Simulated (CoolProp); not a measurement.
p-xylene at 389.99 K and 0.521 MPa is throttled through a valve to 0.196 MPa with no heat exchange. Each further row changes one setting.

The numbers come from the reference Helmholtz-energy equation of state, Zhou 2012 in CoolProp.

```json
[
 {"case": "as stated", "temperature change (K)": "+0.1"},
 {"case": "outlet pressure 0.0588 MPa", "temperature change (K)": "+0.2"},
 {"case": "outlet pressure 0.255 MPa", "temperature change (K)": "+0.1"}
]
```
